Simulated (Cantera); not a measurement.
Charge: 1 mol Si3N4, 18 mol NF3, 4.3 mol N2, at 9.00 Pa.

Cantera equilibrium calculation (NASA polynomials, part measured and part estimated; ideal gas, pure solids and liquids). Candidate condensed phases: Si, Si3N4; 16 gas species. Rates play no part. All values below are at 923 K.

Base state: F 0.668, N2 0.259, SiF4 0.0508, F2 0.0218 (mole fractions); condensed: gas only.

Question: What changes in the equilibrium state with this change: pressure from 9.00 Pa to 20.0 Pa?

Answer: 
| species | before | after |
|---|---|---|
| F | 0.668 | 0.639 |
| N2 | 0.259 | 0.265 |
| SiF4 | 0.0508 | 0.0520 |
| F2 | 0.0218 | 0.0442 |
